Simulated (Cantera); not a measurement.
An adiabatic, constant-volume homogeneous reactor starts with 62.3 % H2, 7.41 % O2, 27.8 % N2, 2.45 % H2O, at 1525 K and 101000 Pa.

Detailed kinetics in Cantera: GRI-Mech 3.0 (53 species, 325 reactions).

Task: Predict: time of steepest temperature rise; temperature at 0.100 s; equilibrium temperature; x(H2) at 0.100 s; x(O2) at 0.100 s; x(H2O) at 0.100 s; x(NO) at 0.100 s; x(N2O) at 0.100 s; x(H2O2) at 0.100 s.

Result: time of steepest temperature rise: 17.1 µs
temperature at 0.100 s: 2631 K
equilibrium temperature: 2631 K
x(H2) at 0.100 s: 0.495 (gas-phase equilibrium 0.495)
x(O2) at 0.100 s: 9.84e-6 (gas-phase equilibrium 9.84e-6)
x(H2O) at 0.100 s: 0.182 (gas-phase equilibrium 0.182)
x(NO) at 0.100 s: 0.000121 (gas-phase equilibrium 0.000121)
x(N2O) at 0.100 s: 5.27e-9 (gas-phase equilibrium 5.27e-9)
x(H2O2) at 0.100 s: 6.73e-9 (gas-phase equilibrium 6.73e-9)
